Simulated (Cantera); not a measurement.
A closed system holds: 1 mol AlN, 0.43 mol O2, 2.3 mol N2, at 798 K and 0.100 bar.

Equilibrium computed with Cantera from the NASA thermochemical tables; the gas is ideal and each condensed phase is pure. Candidate condensed phases: Al, AlN, Al2O3; 16 gas species. Kinetics and transport are ignored.

Base state: N2 1.00 (mole fractions); condensed: AlN(s) + Al2O3(s).

Q: What changes in the equilibrium state with this change: temperature from 798 K to 2025 K?

A: 
```csv
species,before,after
N2,1.00,0.998
Al,<1e-9,0.00104
Al2O,<1e-9,0.000655
"AlN(s), mol",0.427,0.422
"Al2O3(s), mol",0.287,0.286
```
Mutual solubility and eutectic melting of coexisting phases are not modelled. Condensed phases not in the tables: aluminium oxynitride.
